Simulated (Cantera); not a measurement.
An isothermal, constant-pressure homogeneous reactor starts with C3H8 : H2 = 1 : 2.3 (molar parts), at 1023 K and 72.0 Pa.

Model: GRI-Mech 3.0 (53 species, 325 reactions), integrated in Cantera. GRI-Mech 3.0 was tuned for natural gas; its chemistry of propane as a main component is partial and can be far from experiment. GRI-Mech 3.0 stops at C3 and has no aromatics, soot or wall deposition, so with more carbon than oxygen in the feed, carbon stays in small species such as C2H2 where larger ones or solid carbon would form. Radical loss at walls, strong at low pressure, is not modelled.

x: mole fraction; the columns are a selection and need not sum to one.

| t (s) | x C3H8 | x H2 | x C2H4 | x C2H2 | x C2H |
|---|---|---|---|---|---|
| 3.00e-6 | 0.303 | 0.697 | <1e-12 | <1e-12 | <1e-12 |
| 8.42e-6 | 0.303 | 0.697 | <1e-12 | <1e-12 | <1e-12 |
| 2.36e-5 | 0.303 | 0.697 | 5.56e-12 | <1e-12 | <1e-12 |
| 6.62e-5 | 0.303 | 0.697 | 4.68e-11 | <1e-12 | <1e-12 |
| 0.000186 | 0.303 | 0.697 | 4.76e-10 | <1e-12 | <1e-12 |
| 0.000521 | 0.303 | 0.697 | 6.19e-9 | <1e-12 | <1e-12 |
| 0.00146 | 0.303 | 0.697 | 7.32e-8 | <1e-12 | <1e-12 |
| 0.00410 | 0.303 | 0.697 | 6.87e-7 | <1e-12 | <1e-12 |
| 0.0115 | 0.303 | 0.697 | 5.72e-6 | <1e-12 | <1e-12 |
| 0.0323 | 0.303 | 0.697 | 4.53e-5 | 2.15e-11 | <1e-12 |
| 0.0906 | 0.303 | 0.697 | 0.000350 | (withheld) | <1e-12 |
| 0.254 | 0.300 | 0.695 | 0.00259 | (withheld) | <1e-12 |
| 0.713 | 0.283 | 0.686 | 0.0151 | (withheld) | <1e-12 |
| 2.00 | 0.232 | 0.660 | 0.0542 | (withheld) | <1e-12 |

### Question
Some entries are withheld; supply them.

### Answer

- 0.0906, x C2H2: 1.66e-9
- 0.254, x C2H2: 1.03e-7
- 0.713, x C2H2: 3.82e-6
- 2.00, x C2H2: 5.58e-5
